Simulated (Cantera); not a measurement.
**Premixed flame**

A freely propagating, adiabatic, planar premixed flame of CH4 : O2 : N2 = 0.78 : 2.44 : 9.17 (molar parts), equivalence ratio 0.64, unburnt at 500 K and 2.30 bar; mixture-averaged transport, grid criteria slope 0.08 and curve 0.16, no radiation.

Computed with Cantera and GRI-Mech 3.0 (53 species, 325 reactions). Burning velocities carry a grid error of a few per cent, more on coarse grids.

```
z (mm)   T (K)  u (m/s)     x CH4    x O2    x NO2    x CH2O     x CH3  x C2H
-------  -----  -------  --------  ------  -------  --------  --------  -----
-0.954     501    0.315    0.0629   0.197    <1e-8   4.88e-7     <1e-8  <1e-8
-0.636     509    0.320    0.0623   0.196    <1e-8   6.55e-6   4.69e-8  <1e-8
-0.477     529    0.333    0.0611   0.195  2.00e-8   2.90e-5   1.75e-7  <1e-8
-0.318     622    0.393    0.0558   0.187  9.76e-8  0.000174   1.40e-6  <1e-8
-0.159     965    0.613    0.0369   0.158  1.93e-7  0.000806   6.12e-5  <1e-8
-0.0795   1279    0.815    0.0195   0.128  8.06e-8  0.000930  0.000381  <1e-8
0         1590     1.01   0.00374  0.0946  1.45e-8  0.000370  0.000440  <1e-8
0.0795    1723     1.09  0.000144  0.0792    <1e-8   2.48e-5   2.63e-5  <1e-8
0.159     1779     1.13   3.50e-6  0.0749    <1e-8   6.89e-7   7.43e-7  <1e-8
0.318     1834     1.16     <1e-8  0.0723  1.01e-8     <1e-8     <1e-8  <1e-8
0.636     1869     1.18     <1e-8  0.0714  1.40e-8     <1e-8     <1e-8  <1e-8
1.27      1884     1.18     <1e-8  0.0712  1.41e-8     <1e-8     <1e-8  <1e-8
2.54      1888     1.19     <1e-8  0.0713  1.26e-8     <1e-8     <1e-8  <1e-8
```
x: mole fraction of selected species; z is measured from the peak of heat release.

laminar burning velocity: 31.4 cm/s
thermal thickness: 0.318 mm
peak x(CH2O): 0.000970
peak x(CH3): 0.000598
peak x(C2H): <1e-8
grid points: 131
